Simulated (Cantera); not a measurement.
**Boron, boron nitride and boron oxide: B₂O₃ + H₂O**

Feed: 1 mol B₂O₃, a varied amount of H₂O, held at 0.920 bar.

Cantera equilibrium calculation (NASA polynomials, part measured and part estimated; ideal gas, pure solids and liquids). Candidate condensed phases: B, B₂O₃, B₃O₃H₃, H₂O; 23 gas species. Gases not in the tables: H₃BO₃. Rates play no part.

Map the stable condensed phases over T = 1275, 1325, 1375, 1425, 1475, 1525, 1575, 1625, 1675, 1725, 1775, 1825 °C and n(H₂O) in mol = 2.4, 4.3, 6.1, 8, 9.8, 12, 14, 15, 17, 19.


```
T in °C \ n(H₂O) in mol
         2.4 4.3 6.1   8 9.8  12  14  15  17  19
   1825    A   A   A   A   A   A   A   A   A   A
   1775    A   A   A   A   A   A   A   A   A   A
   1725    B   A   A   A   A   A   A   A   A   A
   1675    B   A   A   A   A   A   A   A   A   A
   1625    B   B   A   A   A   A   A   A   A   A
   1575    B   B   B   A   A   A   A   A   A   A
   1525    B   B   B   B   A   A   A   A   A   A
   1475    B   B   B   B   B   A   A   A   A   A
   1425    B   B   B   B   B   B   B   B   A   A
   1375    B   B   B   B   B   B   B   B   B   B
   1325    B   B   B   B   B   B   B   B   B   B
   1275    B   B   B   B   B   B   B   B   B   B
```
A: gas only; B: B₂O₃.
